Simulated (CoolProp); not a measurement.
Computed with CoolProp (reference Helmholtz-energy equation of state, Zhou 2016).

Task: Give the vapour pressure (MPa), vapour density (kg/m³), liquid cp (kJ/(kg K)) of saturated R245ca at -13.05, 4.65, 13.45 °C.

Result: 
| T (°C) | p (MPa) | vapour density (kg/m³) | liquid cp (kJ/(kg K)) |
|---|---|---|---|
| -13.05 | 0.0175 | 1.10 | 1.33 |
| 4.65 | 0.0425 | 2.52 | 1.35 |
| 13.45 | 0.0627 | 3.63 | 1.36 |
